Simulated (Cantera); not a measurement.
# MgO + O₂ + SO₃ (roasting and sulfation)

Input: 1 mol MgO, 5.7 mol O₂, 2.8 mol SO₃, equilibrated at 0.620 bar.

Equilibrium computed with Cantera from the NASA thermochemical tables; the gas is ideal and each condensed phase is pure. Candidate condensed phases: Mg, MgO, MgS, MgSO₄, S; 14 gas species. Kinetics and transport are ignored.

From 1173 K to 1273 K the condensed part is MgSO₄(s). From 1373 K to 1973 K the condensed part is MgO(s).

```
T (K)   x O₂  x SO₂    x SO₃       x O  n MgSO₄(s)  n MgO(s)
-----  -----  -----  -------  --------  ----------  --------
1173   0.781  0.179   0.0400   1.57e-8        1.00         0
1273   0.784  0.196   0.0202   1.21e-7        1.00         0
1373   0.715  0.271   0.0137   6.62e-7           0      1.00
1473   0.716  0.276  0.00791   3.00e-6           0      1.00
1573   0.716  0.279  0.00487   1.12e-5           0      1.00
1673   0.717  0.280  0.00317   3.59e-5           0      1.00
1773   0.717  0.281  0.00217  0.000101           0      1.00
1873   0.717  0.281  0.00154  0.000254           0      1.00
1973   0.717  0.282  0.00114  0.000583           0      1.00
```
x: gas mole fraction; n: condensed amount in mol.
